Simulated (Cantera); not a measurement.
Input (Python, Cantera):

```python
import numpy as np
import cantera as ct

gas = ct.Solution("SiF4_NH3_mec.yaml", "gas")
gas.TPX = 2375, 2500, {'NH3': 1, 'N2': 15}
reactor = ct.IdealGasConstPressureReactor(gas, energy="off", clone=False)
net = ct.ReactorNet([reactor])
net.rtol, net.atol = 1e-08, 1e-18
show = ['NH3', 'H2', 'H', 'NH2', 'N2H4']
times = np.geomspace(0.0007, 200, 10)

steps = ct.SolutionArray(gas, extra=["t"])
rows = []
print(f"{'t/s':>10s}{'T/K':>9s}{'P/Pa':>11s}" + "".join(f"{s:>11s}" for s in show))
for t in times:
    while net.time < t:
        t_next = net.step()
        steps.append(gas.state, t=t_next)
    rows.append([np.interp(t, steps.t, y) for y in (steps.T, steps.P, *steps(*show).X.T)])
    print(f"{t:10.3e}{rows[-1][0]:9.1f}{rows[-1][1]:11.4g}" + "".join(f"{x:11.3e}" for x in rows[-1][2:]))
rate = np.gradient(steps.T, steps.t)
print("integrator steps:", len(steps.t))
if steps.T.max() > steps.T[0] + 200:
    print(f"time of steepest temperature rise: {steps.t[rate.argmax()]:.4e} s")
gas.TPX = 2375, 2500, {'NH3': 1, 'N2': 15}
gas.equilibrate("TP")
print(f"equilibrium (TP): T = {gas.T:.1f} K  " + "  ".join(f"{s} {gas[s].X[0]:.3e}" for s in show))
```

It prints:

```
       t/s      T/K       P/Pa        NH3         H2          H        NH2       N2H4
 7.000e-04   2375.0       2500  6.176e-02  3.810e-04  1.035e-05  6.751e-04  4.142e-10
 2.827e-03   2375.0       2500  5.873e-02  3.585e-03  5.888e-05  1.738e-03  2.747e-09
 1.142e-02   2375.0       2500  4.528e-02  2.311e-02  1.974e-04  1.096e-03  1.094e-09
 4.610e-02   2375.0       2500  1.741e-02  6.293e-02  5.074e-04  4.368e-04  1.736e-10
 1.862e-01   2375.0       2500  7.189e-04  8.635e-02  1.514e-03  4.026e-05  1.474e-12
 7.519e-01   2375.0       2500  7.537e-07  8.435e-02  7.143e-03  2.055e-07  3.833e-17
 3.037e+00   2375.0       2500  8.388e-09  7.704e-02  2.058e-02  7.213e-09  4.729e-20
 1.226e+01   2375.0       2500  5.813e-09  7.487e-02  2.456e-02  6.140e-09  3.430e-20
 4.952e+01   2375.0       2500  5.818e-09  7.487e-02  2.457e-02  6.146e-09  3.437e-20
 2.000e+02   2375.0       2500  5.818e-09  7.487e-02  2.457e-02  6.146e-09  3.437e-20
integrator steps: 2109
equilibrium (TP): T = 2375.0 K  NH3 5.818e-09  H2 7.487e-02  H 2.457e-02  NH2 6.146e-09  N2H4 3.437e-20
```

Cantera simulation using the gas-phase N/H chemistry of the illustrative SiF4/NH3 mechanism in the Surface Chemkin manual (1991); the numbers are that mechanism's predictions, not measurements. Walls and surfaces, which speed up NH3 decomposition in real reactors, are not modelled.
